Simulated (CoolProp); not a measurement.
A closed Brayton cycle with carbon dioxide: compressor inlet 315.15 K and 7.8 MPa, high pressure 17 MPa, turbine inlet 740 K, compressor efficiency 0.8, turbine efficiency 0.9, recuperator effectiveness 0.95 (on enthalpy, no pinch check). Each further row changes one setting.

Computed with CoolProp (reference Helmholtz-energy equation of state, Span 1996).

| case | thermal efficiency (%) | net work (kJ/kg) | compressor to turbine work | compressor exit (K) | turbine exit (K) |
|---|---|---|---|---|---|
| as stated | 31.0 | 55.8 | 0.39 | 376.6 | 652.4 |
| turbine inlet 690 K | 28.6 | 48.6 | 0.42 | 376.6 | 605.8 |
| compressor inlet 325.15 K | 29.6 | 49.4 | 0.46 | 393.3 | 652.4 |
| high pressure 14.4 MPa | 29.9 | 46.0 | 0.37 | 363.1 | 670.8 |
| recuperator effectiveness 0.5 | 17.3 | 55.8 | 0.39 | 376.6 | 652.4 |
